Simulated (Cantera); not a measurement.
Feed: 1 mol C6H6, 2.6 mol CO2, 4 mol H2, held at 38.0 bar.

Equilibrium computed with Cantera from the NASA thermochemical tables; the gas is ideal and each condensed phase is pure. Candidate condensed phases: C, C6H6, C7H8, C8H18, H2O; 110 gas species. The ideal-gas law is rough above about 30 bar. Equilibrium is a limit: real reactors are often held back by kinetics, nucleation or transport. All values below are at 1698 K.

Base state: H2 0.554, CO 0.428, CH4 0.0129, H2O 0.00439, CO2 0.000995, C2H4 4.16e-5, C2H2 (acetylene) 3.99e-5, H 1.75e-5 (mole fractions); condensed: C(graphite).

Question: What changes in the equilibrium state with this change: C6H6 replaced by C2H4?

Answer: 
```
species             before     after
----------------  --------  --------
H2                   0.554     0.519
CO                   0.428     0.423
H2O                0.00439    0.0466
CH4                 0.0129  0.000984
CO2               0.000995    0.0111
C2H4               4.16e-5   2.78e-7
C2H2 (acetylene)   3.99e-5   2.85e-7
H                  1.75e-5   1.69e-5
C(graphite), mol      3.31         0
```

Question: What changes in the equilibrium state with this change: 2 mol H2S added?

Answer: 
```tsv
species	before	after
H2	0.554	0.487
CO	0.428	0.362
H2S	0	0.129
CH4	0.0129	0.00993
CS2	0	0.00362
COS	0	0.00330
S2	0	0.000768
C(graphite), mol	3.31	3.26
```
Further candidate phases: H2SO4, S.
